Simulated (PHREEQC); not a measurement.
1 kg of water holding 0.012 mol/kgw KHCO3, 0.0022 mol/kgw K2SO4, 0.15 mol/kgw K2CO3 and 0.031 mol/kgw KCl is evaporated at 40 °C; the solids stay in contact with the brine. The system is closed to CO2. The run lets Arcanite, Kalicinite, Misenite, Sylvite precipitate or redissolve, and no other solid.

Equilibrium calculation in PHREEQC: Pitzer model, pitzer.dat.

### Question
Predict ionic strength at water left (kg) = 1, 0.8219, 0.4563, 0.2534, 0.07812.

### Answer
| water left (kg) | ionic strength |
|---|---|
| 1 | 0.497 |
| 0.8219 | 0.606 |
| 0.4563 | 1.09 |
| 0.2534 | 1.97 |
| 0.07812 | 6.39 |

Complexes and solids missing from the database can't appear. At this temperature some constants are extrapolated from 25 °C, and those without enthalpy data are left unchanged.
